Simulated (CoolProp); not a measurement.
A single-stage vapour-compression cycle with the fluid: evaporating at 221.15 K (dew point), condensing at 255.15 K (bubble point), superheat 2 K, subcooling 8 K, compressor efficiency 0.85, no pressure losses. The same conditions are run with several fluids, on thermodynamics alone (safety and materials aside).

Values from CoolProp's reference Helmholtz-energy equation of state of each fluid (R125: Lemmon 2005; ethane: Bücker 2006; hydrogen sulfide: Lemmon 2006; CH2F2 (R32): Tillner-Roth 1997; CH3F (R41): Lemmon 2006; propylene: Lemmon 2013).

```
fluid             cooling COP  pressure ratio  discharge temperature (K)  refrigerating effect (kJ/kg)  volumetric capacity (kJ/m³)
----------------  -----------  --------------  -------------------------  ----------------------------  ---------------------------
R125                     5.05            4.36                      267.4                           138                          771
ethane                   4.82            2.93                      282.1                           364                         3380
hydrogen sulfide         4.90            3.86                      326.2                           486                         1400
CH2F2 (R32)              4.92            4.39                      314.3                           342                          994
CH3F (R41)               4.82            3.38                      305.4                           393                         2830
propylene                5.10            3.96                      283.0                           388                          751
```
